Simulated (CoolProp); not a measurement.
Vapour-liquid equilibrium of n-octane (1) + n-dodecane (2) at 112.05 °C; x and y are mole fractions of (1).

The numbers come from the multi-fluid Helmholtz-energy mixture model, Beckmüller 2019 and Lemmon 2004; pair parameters Bell 2016 in CoolProp.

Task: Give the bubble pressure and the first vapour's composition at x = 0.35, 0.5, 0.8. Is there an azeotrope?

Result: x = 0.35: 0.02456 MPa, y = 0.905; x = 0.5: 0.03436 MPa, y = 0.948; x = 0.8: 0.05471 MPa, y = 0.987. No azeotrope shows between x = 0.05 and 0.95.

Pair parameters are fitted to limited data, so mixtures are less certain than the pure fluids.
